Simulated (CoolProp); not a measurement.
Saturated liquid density (kg/m³) of propylene: the reference equation beside estimates from Tc = 364.2 K, pc = 45.55 bar, ω = 0.146. Rackett uses Z = 0.29056 − 0.08775 ω.

Model: reference Helmholtz-energy equation of state, Lemmon 2013, in CoolProp.

```csv
T (K),reference,Rackett,van der Waals,Redlich-Kwong,Soave-Redlich-Kwong,Peng-Robinson
167.7,677.8,[?],423.9,630.7,633.0,711.6
173.6,671.1,660.9,420.3,624.9,627.7,[?]
179.5,664.4,[?],416.6,618.9,622.3,700.2
185.4,657.7,648.2,412.9,612.7,616.7,694.3
191.3,[?],641.8,409.0,[?],610.8,688.1
197.2,644.0,635.3,405.1,599.7,604.9,681.7
203.1,637.1,628.7,401.1,593.0,598.7,675.0
209,630.1,621.9,397.0,586.0,592.3,668.2
```

Q: Fill in the missing entries.

A: 
- 167.7, Rackett: 667.0
- 173.6, Peng-Robinson: 706.0
- 179.5, Rackett: 654.6
- 191.3, reference: 650.9
- 191.3, Redlich-Kwong: 606.3

Absolute difference from the reference over all 8 rows, mean and median: Rackett 1.4 and 1.4 %, van der Waals 37.2 and 37.2 %, Redlich-Kwong 6.9 and 6.9 %, Soave-Redlich-Kwong 6.2 and 6.2 %, Peng-Robinson 5.6 and 5.6 %.
